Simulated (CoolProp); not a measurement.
Values from CoolProp's reference Helmholtz-energy equation of state, Lemmon 2005. It is a short technical equation, of lower accuracy than the large ones.

Question: For isobutene, give the phase and the density (kg/m³), cp (kJ/(kg K)), cv (kJ/(kg K)), speed of sound (m/s) at 371.6 K and 1720 kPa.

Answer: 
- 371.6 K and 1720 kPa: gas; density 43.8, cp 2.57, cv 1.91, speed of sound 182
